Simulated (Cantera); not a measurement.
Input (Python, Cantera) and output of one run.

```python
import numpy as np
import cantera as ct

gas_names = """
    OH PH3 H2O P4 O3 P4O10
""".split()
cond_names = """

""".split()


# ... load() reads the species with a 1 bar reference pressure and builds the phases ...
species = {s.name: s for s in load("nasa_gas.yaml", gas_names) + load("nasa_condensed.yaml", cond_names)}
# Each term lists the table entries of one substance; the one whose range holds T is used.
reactions = {
    '12 OH(g) + 4 PH3(g) = 12 H2O(g) + P4(g)':
        [(-12, ['OH']), (-4, ['PH3']), (12, ['H2O']), (1, ['P4'])],
    '3 P4(g) + 10 O3(g) = 3 P4O10(g)':
        [(-3, ['P4']), (-10, ['O3']), (3, ['P4O10'])],
}


def pick(names, T):
    return next(species[n] for n in names if species[n].thermo.min_temp <= T <= species[n].thermo.max_temp)


results = []
for label, terms in reactions.items():
    print(label)
    print("     T/K   dH/kJ  dS/(J/K)   dG/kJ   log10 K")
    for T in [300, 600, 650, 700, 750, 800, 850, 900, 950, 1000]:
        used = [(nu, pick(names, T)) for nu, names in terms]
        dH = sum(nu * s.thermo.h(T) for nu, s in used) / 1e6
        dS = sum(nu * s.thermo.s(T) for nu, s in used) / 1e3
        dG = dH - T * dS / 1e3
        logK = -dG * 1e6 / (ct.gas_constant * T * np.log(10))
        results.append((label, T, dH, dS, dG, logK, [s.name for _, s in used]))
        print(f"{T:8g} {dH:8.1f} {dS:8.1f} {dG:8.1f} {logK:8.2f}")
```

Result:

```
12 OH(g) + 4 PH3(g) = 12 H2O(g) + P4(g)
     T/K   dH/kJ  dS/(J/K)   dG/kJ   log10 K
     300  -3336.9   -500.3  -3186.8   554.86
     600  -3348.7   -527.3  -3032.3   263.98
     650  -3351.0   -530.9  -3005.9   241.55
     700  -3353.2   -534.3  -2979.2   222.31
     750  -3355.6   -537.5  -2952.4   205.62
     800  -3357.9   -540.6  -2925.5   191.01
     850  -3360.3   -543.5  -2898.4   178.11
     900  -3362.8   -546.3  -2871.1   166.63
     950  -3365.2   -548.9  -2843.8   156.36
    1000  -3367.6   -551.4  -2816.3   147.10
3 P4(g) + 10 O3(g) = 3 P4O10(g)
     T/K   dH/kJ  dS/(J/K)   dG/kJ   log10 K
     300 -10307.2  -2018.4  -9701.7  1689.18
     600 -10296.1  -1996.9  -9098.0   792.03
     650 -10292.1  -1990.5  -8998.3   723.10
     700 -10287.7  -1984.0  -8898.9   664.03
     750 -10283.0  -1977.4  -8799.9   612.87
     800 -10277.9  -1970.9  -8701.2   568.12
     850 -10272.6  -1964.5  -8602.8   528.65
     900 -10267.0  -1958.1  -8504.7   493.59
     950 -10261.3  -1951.9  -8407.0   462.24
    1000 -10255.5  -1945.9  -8309.5   434.04
```

Source: NASA polynomial tables (part measured, part estimated), evaluated in Cantera. Condensed species are held in their standard states even where they would react or evaporate.
